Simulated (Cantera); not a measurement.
What does this Cantera script print?

```python
import numpy as np
import cantera as ct

gas_names = """
    AL ALCL ALCL2 ALCL3 ALH ALN AL2 AL2CL6 CL CL2 H HCL H2 N NH NH2 NH3 N2 N2H2 N2H4
""".split()
cond_names = """
    AL(cr) AL(L) ALCL3(s) ALCL3(L) ALN(s) NH4CL(a) NH4CL(b)
""".split()


def load(file, names, dense=False):
    # The tables refer to 1 bar. Condensed volumes are neglected.
    table = {s.name: s for s in ct.Species.list_from_file(file)}
    out = []
    for n in names:
        d = dict(table[n].input_data)
        d["thermo"] = dict(d["thermo"], **{"reference-pressure": 1e5})
        if dense:
            d["equation-of-state"] = {"model": "constant-volume", "density": "1e6 g/cm^3"}
        out.append(ct.Species.from_dict(d))
    return out


gas = ct.Solution(thermo="ideal-gas", species=load("nasa_gas.yaml", gas_names))
cond = {s.name: ct.Solution(thermo="fixed-stoichiometry", species=[s], name=s.name)
        for s in load("nasa_condensed.yaml", cond_names, dense=True)}
atoms = {
    'AlN': {'AL': 1, 'N': 1},
    'HCl': {'H': 1, 'CL': 1},
    'N2': {'N': 2},
}
top_T = {'ALN(s)': 2750}  # K; cautious upper limits of use, not melting points


def equilibrate(T, P, feed):
    n = {}
    for name, mol in feed.items():
        for a, k in atoms[name].items():
            n[a] = n.get(a, 0.0) + k * mol
    gas.TPX = T, P, n
    mass = sum(n.values()) * gas.mean_molecular_weight
    gas.equilibrate("TP")
    valid = [c for c in cond.values() if c.min_temp <= T <= top_T.get(c.name, c.max_temp)]
    mix = ct.Mixture([(gas, mass / gas.mean_molecular_weight)] + [(c, 0.0) for c in valid])
    mix.T, mix.P = T, P
    mix.equilibrate("TP", solver="vcs", rtol=1e-11, max_steps=5000)
    return mix


results = []
feed = {'AlN': 1, 'HCl': 1.2, 'N2': 10}  # mol
T = 1525  # K
for P in [1, 5.2, 27, 140, 720, 3700, 19000, 100000]:
    mix = equilibrate(T, P, feed)
    results.append((T, P, feed, dict(zip(mix.species_names, mix.species_moles))))

top = {s: max(r[3][s] / sum(r[3][g] for g in gas_names) for r in results) for s in gas_names}
cols = sorted((s for s in top if top[s] > 1e-06), key=lambda s: -top[s])[:7]
seen = [c for c in cond_names if any(r[3].get(c, 0) > 1e-12 for r in results)]
print("log10 of partial pressures in bar; condensed amounts in mol")
print(f"{'P/Pa':>10s}" + "".join(f"{s[:9]:>10s}" for s in cols + seen))
for T, P, feed, n in results:
    ng = sum(n[g] for g in gas_names)
    print(f"{P:10.4g}" + "".join(f"{np.log10(max(n[s] / ng * P / 1e5, 1e-99)):10.3f}" for s in cols)
          + "".join(f"{n.get(c, 0):10.4g}" for c in seen))
```

Output:

```
log10 of partial pressures in bar; condensed amounts in mol
      P/Pa        N2      ALCL        H2     ALCL3       HCL     ALCL2         H    ALN(s)
         1    -5.065    -6.092    -6.388    -9.107    -6.827    -8.025    -7.820         0
       5.2    -4.349    -5.382    -5.660    -7.767    -6.148    -7.000    -7.456         0
        27    -3.633    -4.678    -4.928    -6.556    -5.529    -6.042    -7.090         0
       140    -2.912    -4.118    -4.217    -5.061    -4.706    -5.015    -6.734    0.1972
       720    -2.190    -3.960    -3.515    -3.865    -3.836    -4.338    -6.384    0.5371
      3700    -1.476    -3.922    -2.806    -3.037    -3.086    -3.905    -6.029    0.6463
   1.9e+04    -0.764    -3.911    -2.097    -2.293    -2.365    -3.527    -5.674    0.6743
     1e+05    -0.043    -3.907    -1.376    -1.560    -1.640    -3.159    -5.314    0.6821
```

These are equilibrium values from Cantera (NASA tables, ideal gas, pure condensed phases), not measurements of a reactor. The tables' values for AlCl2 are old estimates; treat these amounts as uncertain.
